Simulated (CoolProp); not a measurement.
n-perfluorohexane along the isotherm 176.85 °C: fugacity coefficient from the reference equation and from simpler models built on Tc = 174.9 °C, pc = 1.742 MPa, ω = 0.497; each cubic takes its own stable root.

Values from CoolProp's reference Helmholtz-energy equation of state, Gao 2022.

```tsv
p (MPa)	phase	reference
0.622	gas	0.8788
1.24	gas	0.7601
1.87	supercritical	0.6264
2.49	supercritical	0.4992
3.11	supercritical	0.4217
3.73	supercritical	0.3700
4.35	supercritical	0.3333
4.98	supercritical	0.3058
5.6	supercritical	0.2852
6.22	supercritical	0.2690
6.84	supercritical	0.2561
7.46	supercritical	0.2458
8.09	supercritical	0.2372
8.71	supercritical	0.2303
```

How far does each simpler model (van der Waals, Redlich-Kwong, Peng-Robinson) lie from the reference over these 14 states: mean and median of the absolute difference, and the worst?


- van der Waals: mean 20.2 %, median 20.5 %, worst +38.6 % at 176.85 °C and 8.71 MPa
- Redlich-Kwong: mean 7.7 %, median 8.4 %, worst +13.9 % at 176.85 °C and 8.71 MPa
- Peng-Robinson: mean 2.1 %, median 2.2 %, worst +3.6 % at 176.85 °C and 8.71 MPa
